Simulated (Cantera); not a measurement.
A perfectly stirred reactor is fed with 3.18 % CH4, 0.153 % H2, 11.9 % O2, 84.7 % N2, at 900 Torr; it is adiabatic with a 750 K inlet, and is followed from long to short residence time, starting on the burning branch (τ in s: 0.022, 0.0097, 0.0043, 0.0019, 0.00081, 0.00035, 0.00015, 6.7e-05, 2.9e-05, 1.3e-05).

Computed with Cantera and GRI-Mech 3.0 (53 species, 325 reactions).

One state of this run: T (K) = 1463; x CH4 = 0.000173; x H2 = 0.000376; x O2 = 0.0564; x CO2 = 0.0291; x N2O = 5.99e-7. x: mole fraction; the columns are a selection and need not sum to one.

Question: Which value of τ (s) does it belong to?
(A) 1.3e-5
(B) 2.9e-5
(C) 0.0043
(D) 6.7e-5

Answer: C, 0.0043
